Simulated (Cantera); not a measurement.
Hydrogen reduction and annealing atmospheres: Ta₂O₅ + H₂

A closed system holds: 1 mol Ta₂O₅, 2.9 mol H₂, equilibrated at 7.50 Torr.

Equilibrium computed with Cantera from the NASA thermochemical tables; the gas is ideal and each condensed phase is pure. Candidate condensed phases: H₂O, Ta, Ta₂O₅; 12 gas species. Mutual solubility and eutectic melting of coexisting phases are not modelled. Condensed phases not in the tables: N, O or C dissolved in the metal. Equilibrium is a limit: real reactors are often held back by kinetics, nucleation or transport.

```csv
T (K),x H₂,x H,x H₂O,x TaO₂,x TaO,n Ta₂O₅(s),n Ta(s),n Ta₂O₅(l)
998,1.00,2.15e-8,1.87e-7,<1e-12,<1e-12,1.00,0,0
1148,1.000,7.16e-7,2.18e-6,<1e-12,<1e-12,1.000,0,0
1298,1.000,1.07e-5,1.41e-5,<1e-12,<1e-12,1.000,0,0
1448,1.000,9.22e-5,6.08e-5,1.52e-10,3.35e-11,1.000,0,0
1598,0.999,0.000532,0.000196,1.52e-8,3.16e-9,1.000,0.000228,0
1748,0.997,0.00228,0.000512,6.77e-7,1.35e-7,1.000,0.000594,0
1898,0.991,0.00778,0.00113,1.61e-5,3.12e-6,0.999,0.00131,0
2048,0.975,0.0221,0.00219,0.000237,4.53e-5,0.998,0.00236,0
2198,0.940,0.0540,0.00343,0.00198,0.000411,0,0.00222,0.995
```
x: gas mole fraction; n: condensed amount in mol.

From 998 K to 1448 K the condensed part is Ta₂O₅(s). From 1598 K to 2048 K the condensed part is Ta(s) + Ta₂O₅(s). At 2198 K the condensed part is Ta(s) + Ta₂O₅(l).
